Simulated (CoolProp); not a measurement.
Model: reference Helmholtz-energy equation of state, Thol 2019, in CoolProp.

**Question.** For dodecamethylpentasiloxane (MD3M), give the phase and the Z, cp (kJ/(kg K)), cv (kJ/(kg K)), isothermal compressibility (1/MPa) at 549.5 K and 1.26 MPa; 584.8 K and 1.26 MPa; 608.3 K and 1.26 MPa.

**Answer.** 
- 549.5 K and 1.26 MPa: liquid; Z 0.176, cp 2.25, cv 2.00, isothermal compressibility 0.0204
- 584.8 K and 1.26 MPa: liquid; Z 0.183, cp 2.36, cv 2.07, isothermal compressibility 0.0431
- 608.3 K and 1.26 MPa: liquid; Z 0.194, cp 2.47, cv 2.12, isothermal compressibility 0.0914
